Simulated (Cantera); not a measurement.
Cantera run, input and output.

```python
import numpy as np
import cantera as ct

gas = ct.Solution("gri30.yaml")
gas.TPX = 750, 32000, {'CH4': 1, 'O2': 2.67, 'N2': 10}
inlet = ct.Reservoir(gas, clone=True)
gas.equilibrate("HP")  # start burning
reactor = ct.IdealGasConstPressureReactor(gas, energy="on", clone=False)
exhaust = ct.Reservoir(gas, clone=True)
tau = [0.076, 0.041, 0.022, 0.012, 0.0061, 0.0033, 0.0017, 0.00093, 0.00049, 0.00026, 0.00014, 7.4e-05, 4e-05][0]
for a, b in ((inlet, reactor), (reactor, exhaust)):
    ct.MassFlowController(a, b, mdot=lambda t: reactor.mass / tau)
net = ct.ReactorNet([reactor])
show = ['CH4', 'O2', 'NO', 'CH2', 'H2O2', 'N2O', 'O']

rows = []
print(f"{'tau/s':>10s}{'T/K':>9s}" + "".join(f"{s:>11s}" for s in show))
for tau in [0.076, 0.041, 0.022, 0.012, 0.0061, 0.0033, 0.0017, 0.00093, 0.00049, 0.00026, 0.00014, 7.4e-05, 4e-05]:
    net.initial_time = 0.0
    net.advance(30 * tau)
    before = gas.X
    net.advance(40 * tau)
    drift = np.max(np.abs(gas.X - before) / (gas.X + 1e-9))
    rows.append([gas.T, *gas[show].X, drift])
    print(f"{tau:10.3e}{gas.T:9.1f}" + "".join(f"{x:11.3e}" for x in gas[show].X))
```

Result:

```
     tau/s      T/K        CH4         O2         NO        CH2       H2O2        N2O          O
 7.600e-02   2188.8  5.221e-06  4.948e-02  1.077e-03  1.430e-07  5.686e-08  1.578e-07  1.728e-03
 4.100e-02   2171.0  8.429e-06  5.011e-02  6.876e-04  2.278e-07  5.673e-08  1.439e-07  2.149e-03
 2.200e-02   2144.3  1.333e-05  5.090e-02  4.239e-04  3.454e-07  5.948e-08  1.269e-07  2.791e-03
 1.200e-02   2109.8  2.070e-05  5.183e-02  2.554e-04  4.961e-07  6.627e-08  1.101e-07  3.643e-03
 6.100e-03   2062.9  3.436e-05  5.305e-02  1.412e-04  7.209e-07  7.935e-08  9.379e-08  4.826e-03
 3.300e-03   2015.0  5.590e-05  5.429e-02  8.326e-05  1.004e-06  9.654e-08  8.215e-08  6.036e-03
 1.700e-03   1960.2  9.820e-05  5.583e-02  4.923e-05  1.454e-06  1.212e-07  7.262e-08  7.341e-03
 9.300e-04   1910.2  1.709e-04  5.753e-02  3.192e-05  2.104e-06  1.494e-07  6.602e-08  8.344e-03
 4.900e-04   1858.6  3.254e-04  6.001e-02  2.065e-05  3.315e-06  1.854e-07  6.038e-08  8.946e-03
 2.600e-04   1808.3  6.680e-04  6.395e-02  1.336e-05  5.745e-06  2.286e-07  5.496e-08  8.675e-03
 1.400e-04   1750.2  1.602e-03  7.141e-02  8.174e-06  1.173e-05  2.908e-07  4.634e-08  6.846e-03
 7.400e-05    750.0  7.315e-02  1.953e-01  7.616e-20  2.819e-32  5.024e-19  4.635e-22  2.035e-20
 4.000e-05    750.0  7.315e-02  1.953e-01 -2.100e-23  2.650e-32  7.159e-20 -6.918e-26  8.430e-21
```

Cantera simulation using GRI-Mech 3.0 (53 species, 325 reactions); the numbers are that mechanism's predictions, not measurements.
